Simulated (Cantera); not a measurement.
A perfectly stirred reactor is fed with CH₄ : O₂ : N₂ : CO₂ = 1 : 2.63 : 9.89 : 0.087 (molar parts), equivalence ratio 0.76, at 12.8 atm; it is adiabatic with a 750 K inlet, and is followed from long to short residence time, starting on the burning branch (τ in s: 0.026, 0.009, 0.0031, 0.001, 0.00035, 0.00012, 4.1e-05, 1.4e-05, 4.8e-06).

Model: GRI-Mech 3.0 (53 species, 325 reactions), integrated in Cantera. The pressure lies above the range GRI-Mech 3.0 was tuned for (to about 10 atm).

Task: Predict: blow-out, bracketed by the residence times tried; x(CH₄) at τ = 26.0 ms; x(O₂) at τ = 26.0 ms; x(CH₃) at τ = 26.0 ms; x(NO₂) at τ = 26.0 ms; x(CH₄) at τ = 0.350 ms; x(O₂) at τ = 0.350 ms; x(CH₃) at τ = 0.350 ms; x(C₂H₂) at τ = 0.350 ms; x(NO₂) at τ = 0.350 ms.

Result: 
```
Property                                                                      Result
------------------------------------------------  ----------------------------------
blow-out, bracketed by the residence times tried  burning at 14.0 µs, out at 4.80 µs
x(CH₄) at τ = 26.0 ms                                                        1.33e-6
x(O₂) at τ = 26.0 ms                                                          0.0449
x(CH₃) at τ = 26.0 ms                                                        5.59e-7
x(NO₂) at τ = 26.0 ms                                                        4.84e-6
x(CH₄) at τ = 0.350 ms                                                       6.61e-5
x(O₂) at τ = 0.350 ms                                                         0.0473
x(CH₃) at τ = 0.350 ms                                                       2.69e-5
x(C₂H₂) at τ = 0.350 ms                                                      5.90e-8
x(NO₂) at τ = 0.350 ms                                                       4.13e-7
```
